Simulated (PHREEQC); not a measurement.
Solution (55 °C): 22 mmol/kgw HF and 0.082 mmol/kgw NaF. Closed to the air; pH follows from the charge balance.

The numbers come from PHREEQC with the ion-association model, wateq4f.dat.

This is a speciation only: nothing precipitates in the calculation.

### Question
Predict the pH, ionic strength.

### Answer
pH 2.57; ionic strength 0.00295 mol/kgw.

### Question
In which forms is F present?

### Answer
HF 83 %, F- 12 %, H2F2 2.5 %, HF2- 2.0 % of the F.

Species that the database lacks are ignored. Constants without temperature data keep their 25 °C values here.
